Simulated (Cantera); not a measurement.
Ignition delay

Mixture: H₂ : O₂ : N₂ : NO = 1 : 0.278 : 1.04 : 0.0077 (molar parts), at 5.00 bar, adiabatic and at constant volume. Ignition delay is the time to a rise of 400 K.

Model: GRI-Mech 3.0 (53 species, 325 reactions), integrated in Cantera. The hydrogen kinetics of GRI-Mech 3.0 are dated; newer H2 mechanisms differ, most at raised pressure. The mechanism lacks 2 NO + O2 → 2 NO2 and HONO, so NO2 and the effect of NO are under-described below about 1400 K. Below about 950 K walls govern HO2 and H2O2 in real vessels.

```tsv
T0 (K)	delay (ms)
925	0.289
975	0.156
1025	0.0845
1075	0.0465
1125	0.0268
1175	0.0164
1225	0.0109
1275	0.00771
```

- apparent activation energy between 1175 and 1275 K = 94 kJ/mol
